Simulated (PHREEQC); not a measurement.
A solution holds 0.0098 mol/kgw LiOH and 0.0011 mol/kgw Na2CO3, at 75 °C. Closed to the air; pH follows from the charge balance.

Model: ion-association model, phreeqc.dat, run in PHREEQC.

Problem. The ionic strength comes out as 0.0126 mol/kgw. What activity coefficients do Li+, OH-, CO3-2, NaCO3-, Na+ get?

Solution. Li+ 0.89, OH- 0.88, CO3-2 0.62, NaCO3- 0.88, Na+ 0.88.

No solid was allowed to form. Complexes and solids missing from the database can't appear. Away from 25 °C the constants follow the database's enthalpies or fits; those with neither stay at their 25 °C values.
